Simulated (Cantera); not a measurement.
What does this Cantera script print?

```python
import numpy as np
import cantera as ct

gas = ct.Solution("gri30.yaml")
gas.TPX = 1025, 72000, {'C2H6': 5, 'N2': 72}
reactor = ct.IdealGasConstPressureReactor(gas, energy="off", clone=False)
net = ct.ReactorNet([reactor])
net.rtol, net.atol = 1e-08, 1e-18
show = ['C2H6', 'CH4', 'CH3', 'C2H2', 'HCN', 'C2H']
times = np.geomspace(0.0002, 7, 15)

steps = ct.SolutionArray(gas, extra=["t"])
rows = []
print(f"{'t/s':>10s}{'T/K':>9s}{'P/Pa':>11s}" + "".join(f"{s:>11s}" for s in show))
for t in times:
    while net.time < t:
        t_next = net.step()
        steps.append(gas.state, t=t_next)
    rows.append([np.interp(t, steps.t, y) for y in (steps.T, steps.P, *steps(*show).X.T)])
    print(f"{t:10.3e}{rows[-1][0]:9.1f}{rows[-1][1]:11.4g}" + "".join(f"{x:11.3e}" for x in rows[-1][2:]))
rate = np.gradient(steps.T, steps.t)
print("integrator steps:", len(steps.t))
if steps.T.max() > steps.T[0] + 200:
    print(f"time of steepest temperature rise: {steps.t[rate.argmax()]:.4e} s")
gas.TPX = 1025, 72000, {'C2H6': 5, 'N2': 72}
gas.equilibrate("TP")
print(f"equilibrium (TP): T = {gas.T:.1f} K  " + "  ".join(f"{s} {gas[s].X[0]:.3e}" for s in show))
```

Result:

```
       t/s      T/K       P/Pa       C2H6        CH4        CH3       C2H2        HCN        C2H
 2.000e-04   1025.0    7.2e+04  6.493e-02  1.839e-08  4.780e-08  1.491e-16  1.004e-22  1.713e-27
 4.223e-04   1025.0    7.2e+04  6.493e-02  6.617e-08  7.348e-08  8.084e-15  3.460e-21  7.249e-25
 8.916e-04   1025.0    7.2e+04  6.493e-02  2.034e-07  9.136e-08  3.594e-13  1.230e-19  2.236e-22
 1.883e-03   1025.0    7.2e+04  6.493e-02  5.293e-07  9.761e-08  1.191e-11  3.045e-18  4.096e-20
 3.975e-03   1025.0    7.2e+04  6.491e-02  1.277e-06  1.112e-07  3.080e-10  4.108e-17  2.982e-18
 8.393e-03   1025.0    7.2e+04  6.483e-02  3.376e-06  1.681e-07  6.544e-09  2.408e-16  4.313e-17
 1.772e-02   1025.0    7.2e+04  6.452e-02  1.111e-05  3.004e-07  1.065e-07  1.115e-15  3.033e-16
 3.742e-02   1025.0    7.2e+04  6.364e-02  3.565e-05  3.772e-07  1.031e-06  3.063e-15  1.118e-15
 7.900e-02   1025.0    7.2e+04  6.170e-02  9.187e-05  3.702e-07  5.951e-06  4.868e-15  2.653e-15
 1.668e-01   1025.0    7.2e+04  5.777e-02  2.103e-04  3.457e-07  2.553e-05  6.392e-15  5.270e-15
 3.522e-01   1025.0    7.2e+04  5.022e-02  4.550e-04  3.019e-07  8.972e-05  7.748e-15  9.380e-15
 7.437e-01   1025.0    7.2e+04  3.748e-02  9.289e-04  2.341e-07  2.648e-04  8.926e-15  1.539e-14
 1.570e+00   1025.0    7.2e+04  2.140e-02  1.697e-03  1.530e-07  6.523e-04  9.979e-15  2.296e-14
 3.315e+00   1025.0    7.2e+04  9.376e-03  2.612e-03  8.970e-08  1.299e-03  1.104e-14  2.889e-14
 7.000e+00   1025.0    7.2e+04  4.679e-03  3.524e-03  6.312e-08  2.123e-03  1.248e-14  3.318e-14
integrator steps: 915
equilibrium (TP): T = 1025.0 K  C2H6 1.227e-04  CH4 6.944e-02  CH3 6.794e-08  C2H2 6.147e-03  HCN 1.978e-02  C2H 8.275e-15
```

Cantera simulation using GRI-Mech 3.0 (53 species, 325 reactions); the numbers are that mechanism's predictions, not measurements. GRI-Mech 3.0 stops at C3 and has no aromatics, soot or wall deposition, so with more carbon than oxygen in the feed, carbon stays in small species such as C2H2 where larger ones or solid carbon would form.
